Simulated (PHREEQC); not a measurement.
Solution (25 °C): 11 mmol/kgw CuCl2, 1.2 mmol/kgw HBF4 and 3.4 mmol/kgw NaCl. Closed to the air; pH follows from the charge balance.

Equilibrium calculation in PHREEQC: ion-association model, wateq4f.dat.

Each row changes one thing in this solution. Precipitation was switched off in this run.

```csv
case,pH,ionic strength (mol/kgw),Cu+2 (mol/kgw),CuCl+ (mol/kgw),CuCl2 (mol/kgw),CuOH+ (mol/kgw),SI of Tenorite (CuO),SI of Atacamite (Cu2(OH)3Cl)
as made,2.84,0.0371,0.0105,0.000367,3.39e-6,4.57e-8,-4.19,-5.02
NaCl from 0.0034 to 0.017 mol/kgw,2.85,0.0504,0.0104,0.000515,6.97e-6,4.28e-8,-4.23,-4.91
temperature from 25 to 30 °C,2.85,0.0369,0.0104,0.000459,4.45e-6,4.60e-8,-4.00,-4.78
temperature from 25 to 85 °C,…,0.0316,0.00805,0.00280,3.93e-5,5.07e-8,-2.11,-2.51
HBF4 left out,4.74,0.0356,…,0.000373,3.47e-6,3.66e-6,-0.39,+0.70
0.0081 mol/kgw HF added,2.56,0.0385,0.0105,0.000361,3.33e-6,2.35e-8,-4.77,-5.88
```

### Question
What belongs in the gaps?

### Answer

- temperature from 25 to 85 °C, pH: 3.02
- HBF4 left out, Cu+2 (mol/kgw): 0.0106

Some of these states are supersaturated (in Atacamite, for instance). At this temperature some constants are extrapolated from 25 °C, and those without enthalpy data are left unchanged. Real BF4- forms and hydrolyses slowly; the run takes it at equilibrium.
